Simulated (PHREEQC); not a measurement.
Synthetic water in mg/L, 13 °C, pH 6.28, pe 0.3: Na 0.315; K 0.00929; Ca 0.0737; Mg 0.379; Cl 0.394; S(6) as SO4 0.516; Alkalinity as HCO3 1.58; Sr 0.0104; Si as SiO2 0.000288; B 0.000397; N(-3) as NH4 0.00437; Fe(2) 0.015; Br 0.0789.

Valence states are taken as typed.

The numbers come from PHREEQC with the ion-association model, phreeqc.dat.

```csv
quantity,before,after
MgSO4 (mol/kgw),1.31e-8,5.05e-8
MgHCO3+ (mol/kgw),4.46e-9,1.74e-8
CaSO4 (mol/kgw),1.47e-9,5.67e-9
SI of Quartz (SiO2),-4.15,-3.85
SI of Siderite (FeCO3),-4.53,-3.94
```

### Question
What was changed between the two runs?
A) temperature from 13 to 50 °C at the same typed pH
B) Sr from 0.0104 to 0.0208 mg/L
C) all concentrations times 2 at the same typed pH
D) Sr from 0.0104 to 0.0312 mg/L
E) pH from 6.28 to 6.58 at the same alkalinity

### Answer
C, all concentrations times 2 at the same typed pH

No solid was allowed to form. Constants without temperature data keep their 25 °C values here.
